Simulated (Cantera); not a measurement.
# Thermodynamics of silicon carbide growth, feed (CH3)2SiCl2 + CH4 + H2 + C3H8

Feed: 1 mol (CH3)2SiCl2, 0.11 mol CH4, 8.6 mol H2, 0.03 mol C3H8, at 0.120 bar.

Cantera equilibrium calculation (NASA polynomials, part measured and part estimated; ideal gas, pure solids and liquids). Candidate condensed phases: C, C6H6, C7H8, C8H18, Si, SiC; 109 gas species. The feed counts by its element totals alone. The tables' values for SiCl3 are old estimates; treat these amounts as uncertain. The numbers say what is thermodynamically allowed, not how fast it happens.

```tsv
T (K)	x H2	x HCl	x SiCl2	x H	x CH4	n C(graphite)	n SiC(s)
1425	0.846	0.153	0.000446	1.81e-5	0.000324	1.20	0.991
1475	0.846	0.153	0.000574	3.44e-5	0.000250	1.21	0.990
1525	0.846	0.153	0.000723	6.28e-5	0.000196	1.21	0.989
1575	0.846	0.152	0.000897	0.000110	0.000156	1.21	0.987
1625	0.846	0.152	0.00109	0.000187	0.000126	1.21	0.985
1675	0.846	0.152	0.00132	0.000308	0.000104	1.22	0.982
1725	0.847	0.151	0.00157	0.000493	8.59e-5	1.22	0.979
1775	0.847	0.151	0.00184	0.000769	7.20e-5	1.22	0.975
1825	0.846	0.150	0.00214	0.00117	6.09e-5	1.22	0.971
1875	0.846	0.149	0.00246	0.00174	5.20e-5	1.23	0.967
```
x: gas mole fraction; n: condensed amount in mol.

From 1425 K to 1875 K the condensed part is C(graphite) + SiC(s). The main Si-bearing gas is SiCl2 throughout. The share of Si in condensed phases is highest at 1425 K (99.1 %) and lowest at 1875 K (96.7 %).
